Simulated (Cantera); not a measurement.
## Thermodynamics of nitride etching, feed BN + O2 + H2

Charge: 1 mol BN, 0.65 mol O2, a varied amount of H2, equilibrated at 2025 K and 12.0 Pa.

Method: chemical equilibrium by Gibbs-energy minimisation in Cantera with the NASA 1993 tables (ideal gas, pure condensed phases). Candidate condensed phases: B, BN, B2O3, B3O3H3, H2O; 39 gas species. Equilibrium is a limit: real reactors are often held back by kinetics, nucleation or transport.

```json
[
 {"n(H2) (mol)": "0.96", "x H2": "0.331", "x N2": "0.221", "x BO": "0.164", "x H": "0.101", "x B2O3": "0.0866", "x HBO2": "0.0421", "x HBO": "0.0380", "x B2O2": "0.0114"},
 {"n(H2) (mol)": "1.5", "x H2": "0.426", "x N2": "0.175", "x BO": "0.136", "x H": "0.115", "x B2O3": "0.0603", "x HBO2": "0.0402", "x HBO": "0.0357", "x B2O2": "0.00783"},
 {"n(H2) (mol)": "2.2", "x H2": "0.505", "x N2": "0.138", "x BO": "0.112", "x H": "0.125", "x B2O3": "0.0414", "x HBO2": "0.0364", "x HBO": "0.0320", "x B2O2": "0.00533"},
 {"n(H2) (mol)": "3.4", "x H2": "0.587", "x N2": "0.101", "x BO": "0.0872", "x H": "0.135", "x B2O3": "0.0250", "x HBO2": "0.0305", "x HBO": "0.0268", "x B2O2": "0.00322"},
 {"n(H2) (mol)": "5.2", "x H2": "0.653", "x N2": "0.0722", "x BO": "0.0662", "x H": "0.142", "x B2O3": "0.0142", "x HBO2": "0.0240", "x HBO": "0.0215", "x B2O2": "0.00186"},
 {"n(H2) (mol)": "7.9", "x H2": "0.705", "x N2": "0.0506", "x BO": "0.0493", "x H": "0.147", "x B2O3": "0.00751", "x HBO2": "0.0177", "x HBO": "0.0166", "x B2O2": "0.00103"},
 {"n(H2) (mol)": "12", "x H2": "0.744", "x N2": "0.0348", "x BO": "0.0360", "x H": "0.152", "x B2O3": "0.00371", "x HBO2": "0.0123", "x HBO": "0.0125", "x B2O2": "0.000550"},
 {"n(H2) (mol)": "18", "x H2": "0.772", "x N2": "0.0239", "x BO": "0.0262", "x H": "0.154", "x B2O3": "0.00175", "x HBO2": "0.00817", "x HBO": "0.00923", "x B2O2": "0.000290"},
 {"n(H2) (mol)": "28", "x H2": "0.793", "x N2": "0.0157", "x BO": "0.0182", "x H": "0.157", "x B2O3": "0.000722", "x HBO2": "0.00490", "x HBO": "0.00651", "x B2O2": "0.000140"},
 {"n(H2) (mol)": "42", "x H2": "0.807", "x N2": "0.0106", "x BO": "0.0129", "x H": "0.158", "x B2O3": "0.000300", "x HBO2": "0.00290", "x HBO": "0.00466", "x B2O2": "7.05e-5"},
 {"n(H2) (mol)": "64", "x H2": "0.818", "x N2": "0.00705", "x BO": "0.00893", "x H": "0.159", "x B2O3": "0.000113", "x HBO2": "0.00159", "x HBO": "0.00324", "x B2O2": "3.37e-5"},
 {"n(H2) (mol)": "98", "x H2": "0.825", "x N2": "0.00463", "x BO": "0.00609", "x H": "0.160", "x B2O3": "3.98e-5", "x HBO2": "0.000824", "x HBO": "0.00222", "x B2O2": "1.57e-5"}
]
```
x: gas mole fraction; nothing condenses.

From 0.96 mol H2 to 98 mol H2 nothing is condensed. The main B-bearing gas is B2O3 at 0.96 mol H2 and BO at 98 mol H2.
